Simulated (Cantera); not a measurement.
A closed system holds: 1 mol FeS₂, 210 mol H₂, equilibrated at 13.3 mbar.

Cantera equilibrium calculation (NASA polynomials, part measured and part estimated; ideal gas, pure solids and liquids). Candidate condensed phases: Fe, FeS, FeS₂, S; 8 gas species. Metal and sulfide melt together well below either melting point, which pure phases cannot show. Mutual solubility and eutectic melting of coexisting phases are not modelled. FeS: taken at fixed stoichiometry. Rates play no part.

Q: Which condensed phases are stable at each of these points (T (K)): 1325, 1400, 1475, 1550, 1625, 1700, 1775, 1850, 1925, 2000, 2075, 2150?

A: 
| T (K) | condensed phases | Fe condensed (%) |
|---|---|---|
| 1325 | Fe(γ) + FeS(s) | 100.0 |
| 1400 | Fe(γ) | 100.0 |
| 1475 | Fe(γ) | 99.9 |
| 1550 | Fe(γ) | 99.3 |
| 1625 | Fe(γ) | 97.3 |
| 1700 | Fe(δ) | 90.1 |
| 1775 | Fe(δ) | 67.7 |
| 1850 | Fe(l) | 6.9 |
| 1925 | gas only | 0.0 |
| 2000 | gas only | 0.0 |
| 2075 | gas only | 0.0 |
| 2150 | gas only | 0.0 |

At 1325 K the condensed part is Fe(γ) + FeS(s). From 1400 K to 1625 K the condensed part is Fe(γ). From 1700 K to 1775 K the condensed part is Fe(δ). At 1850 K the condensed part is Fe(l). From 1925 K to 2150 K nothing is condensed.
